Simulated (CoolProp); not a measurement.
A Linde-Hampson liquefier for oxygen: isothermal reversible compression at 200 K from 1 atm to 10 MPa, throttling to 1 atm, return gas leaving the recuperator 2 K below the feed. Each further row changes one setting.

Computed with CoolProp (reference Helmholtz-energy equation of state, Schmidt 1985).

| case | liquid yield per pass | compression work (kJ/kg of gas) |
|---|---|---|
| as stated | (withheld) | 223 |
| high pressure 20 MPa | (withheld) | (withheld) |
| warm-end temperature 230 K | (withheld) | (withheld) |
| warm-end gap 7 K | (withheld) | 223 |

Question: Some entries are withheld; supply them.

Answer: 
- as stated, liquid yield per pass: 0.191
- high pressure 20 MPa, liquid yield per pass: 0.333
- high pressure 20 MPa, compression work (kJ/kg of gas): 246
- warm-end temperature 230 K, liquid yield per pass: 0.118
- warm-end temperature 230 K, compression work (kJ/kg of gas): 264
- warm-end gap 7 K, liquid yield per pass: 0.179
